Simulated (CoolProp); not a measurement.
Hexamethyldisiloxane (MM) at 429.75 K and 0.737 MPa is throttled through a valve to 0.378 MPa with no heat exchange. Each further row changes one setting.

Computed with CoolProp (reference Helmholtz-energy equation of state, Thol 2016).

| case | temperature change (K) | final phase | final density (kg/m³) |
|---|---|---|---|
| as stated | -3.1 | two-phase, vapour fraction 0.044 | 270 |
| outlet pressure 0.113 MPa | -52.3 | two-phase, vapour fraction 0.607 | 10.3 |
| outlet pressure 0.491 MPa | -0.0 | liquid | 600 |
